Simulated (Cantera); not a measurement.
Cantera run:

```python
import numpy as np
import cantera as ct

gas_names = """
    C6H6 SiH2 C2H6 SiH3 Si CH4 H Si2C SiC4H12
""".split()
cond_names = """
    Si(cr) Si(L) C(gr)
""".split()


# ... load() reads the species with a 1 bar reference pressure and builds the phases ...
species = {s.name: s for s in load("nasa_gas.yaml", gas_names) + load("nasa_condensed.yaml", cond_names)}
# Each term lists the table entries of one substance; the one whose range holds T is used.
reactions = {
    'C6H6(g) + 6 SiH2(g) = 3 C2H6(g) + 6 Si':
        [(-1, ['C6H6']), (-6, ['SiH2']), (3, ['C2H6']), (6, ['Si(cr)', 'Si(L)'])],
    '4 SiH3(g) + 3 C = 4 Si(g) + 3 CH4(g)':
        [(-4, ['SiH3']), (-3, ['C(gr)']), (4, ['Si']), (3, ['CH4'])],
    '6 H(g) + 7 C2H6(g) + 2 Si2C(g) = 4 Si(CH3)4(g)':
        [(-6, ['H']), (-7, ['C2H6']), (-2, ['Si2C']), (4, ['SiC4H12'])],
}


def pick(names, T):
    return next(species[n] for n in names if species[n].thermo.min_temp <= T <= species[n].thermo.max_temp)


results = []
for label, terms in reactions.items():
    print(label)
    print("     T/K   dH/kJ  dS/(J/K)   dG/kJ   log10 K")
    for T in [1273, 1373, 1473, 1573, 1673]:
        used = [(nu, pick(names, T)) for nu, names in terms]
        dH = sum(nu * s.thermo.h(T) for nu, s in used) / 1e6
        dS = sum(nu * s.thermo.s(T) for nu, s in used) / 1e3
        dG = dH - T * dS / 1e3
        logK = -dG * 1e6 / (ct.gas_constant * T * np.log(10))
        results.append((label, T, dH, dS, dG, logK, [s.name for _, s in used]))
        print(f"{T:8g} {dH:8.1f} {dS:8.1f} {dG:8.1f} {logK:8.2f}")
```

It prints:

```
C6H6(g) + 6 SiH2(g) = 3 C2H6(g) + 6 Si
     T/K   dH/kJ  dS/(J/K)   dG/kJ   log10 K
    1273  -1830.9   -751.0   -874.9    35.90
    1373  -1830.4   -750.6   -799.8    30.43
    1473  -1829.2   -749.8   -724.8    25.70
    1573  -1827.2   -748.5   -649.9    21.58
    1673  -1824.6   -746.8   -575.1    17.96
4 SiH3(g) + 3 C = 4 Si(g) + 3 CH4(g)
     T/K   dH/kJ  dS/(J/K)   dG/kJ   log10 K
    1273    715.4    319.4    308.8   -12.67
    1373    713.2    317.8    276.9   -10.54
    1473    711.4    316.5    245.2    -8.70
    1573    709.8    315.5    213.6    -7.09
    1673    708.6    314.7    182.1    -5.69
6 H(g) + 7 C2H6(g) + 2 Si2C(g) = 4 Si(CH3)4(g)
     T/K   dH/kJ  dS/(J/K)   dG/kJ   log10 K
    1273  -2925.7  -1324.1  -1240.1    50.88
    1373  -2921.9  -1321.3  -1107.8    42.15
    1473  -2917.9  -1318.4   -975.9    34.60
    1573  -2913.6  -1315.6   -844.2    28.03
    1673  -2909.1  -1312.8   -712.7    22.25
```

Cantera with NASA thermochemical tables; ideal gases at 1 bar, condensed phases pure. Condensed species are held in their standard states even where they would react or evaporate.
